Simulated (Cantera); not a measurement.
## Counterflow diffusion flame

A counterflow diffusion flame at 1.00 bar, nozzles 20 mm apart: fuel side 50.0 % CH₄, 50.0 % H₂ at 600 K, oxidiser side 18.0 % O₂, 82.0 % N₂ at 523 K, fuel mass flux 0.57 times the oxidiser's; mixture-averaged transport, no radiation.

Computed with Cantera and GRI-Mech 3.0 (53 species, 325 reactions). GRI-Mech 3.0 has no aromatics or soot, which form on the fuel side of real flames. The maximum strain rate includes the flame's own expansion and is several times the mean.

| oxidiser flux (kg/m²/s) | max strain (1/s) | mean strain (1/s) | T max (K) | peak x OH | peak x H | peak x NO | peak x CO | peak x C₂H₂ |
|---|---|---|---|---|---|---|---|---|
| 0.6 | 499 | 140 | 2096 | 0.00963 | 0.00803 | 0.000155 | 0.0312 | 0.00763 |
| 0.77 | 624 | 180 | 2085 | 0.00966 | 0.00851 | 0.000144 | 0.0310 | 0.00761 |
| 0.98 | 768 | 228 | 2071 | 0.00958 | 0.00896 | 0.000132 | 0.0308 | 0.00757 |
| 1.3 | 977 | 303 | 2053 | 0.00944 | 0.00948 | 0.000117 | 0.0305 | 0.00748 |
| 1.6 | 1160 | 373 | 2041 | 0.00933 | 0.00986 | 0.000107 | 0.0304 | 0.00742 |
| 2.1 | 1450 | 490 | 2023 | 0.00911 | 0.0103 | 9.23e-5 | 0.0303 | 0.00726 |
| 2.6 | 1720 | 606 | 2009 | 0.00892 | 0.0107 | 8.12e-5 | 0.0303 | 0.00710 |
| 3.4 | 2200 | 793 | 1989 | 0.00859 | 0.0111 | 6.75e-5 | 0.0304 | 0.00681 |
| 4.3 | 2760 | 1000 | 1971 | 0.00826 | 0.0114 | 5.62e-5 | 0.0306 | 0.00646 |
| 5.5 | 3500 | 1280 | 1949 | 0.00784 | 0.0116 | 4.49e-5 | 0.0310 | 0.00596 |
x: mole fraction; the columns are a selection and need not sum to one.
